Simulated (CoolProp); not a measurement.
Computed with CoolProp (reference Helmholtz-energy equation of state, Akasaka 2023).

Give the vapour pressure (MPa), liquid density (kg/m³), vapour density (kg/m³), enthalpy of vaporisation (kJ/kg) of saturated R1224YDZ at 321.5 K.


```
T (K)  p (MPa)  liquid density (kg/m³)  vapour density (kg/m³)  enthalpy of vaporisation (kJ/kg)
-----  -------  ----------------------  ----------------------  --------------------------------
321.5    0.315                    1290                    19.5                               152
```
